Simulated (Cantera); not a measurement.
## Equilibrium for carbon deposition, reforming and gasification: C₆H₆ + H₂O + N₂

Input: 1 mol C₆H₆, 1.6 mol H₂O, 18 mol N₂, at 101000 Pa.

These are equilibrium values from Cantera (NASA tables, ideal gas, pure condensed phases), not measurements of a reactor. Candidate condensed phases: C, C₆H₆, C₇H₈, C₈H₁₈, H₂O; 136 gas species. Kinetics and transport are ignored.

| T (K) | log p N₂ | log p H₂ | log p CO | log p HCN | log p H | n C(graphite) |
|---|---|---|---|---|---|---|
| 1525 | -0.12 | -0.72 | -1.17 | -3.32 | -4.98 | 4.39 |
| 1725 | -0.12 | -0.72 | -1.17 | -2.80 | -4.09 | 4.36 |
| 1925 | -0.12 | -0.72 | -1.17 | -2.39 | -3.38 | 4.29 |
| 2125 | -0.13 | -0.73 | -1.17 | -2.06 | -2.80 | 4.16 |
| 2325 | -0.13 | -0.74 | -1.17 | -1.79 | -2.33 | 3.93 |
| 2525 | -0.13 | -0.77 | -1.18 | -1.58 | -1.94 | 3.58 |
| 2725 | -0.14 | -0.82 | -1.18 | -1.41 | -1.61 | 3.09 |
| 2925 | -0.15 | -0.89 | -1.18 | -1.28 | -1.35 | 2.46 |
log p: log10 of the partial pressure in bar; n: condensed amount in mol.

From 1525 K to 2925 K the condensed part is C(graphite). The main C-bearing gas is CO throughout. The share of C in condensed phases is highest at 1525 K (73.1 %) and lowest at 2925 K (41.1 %).
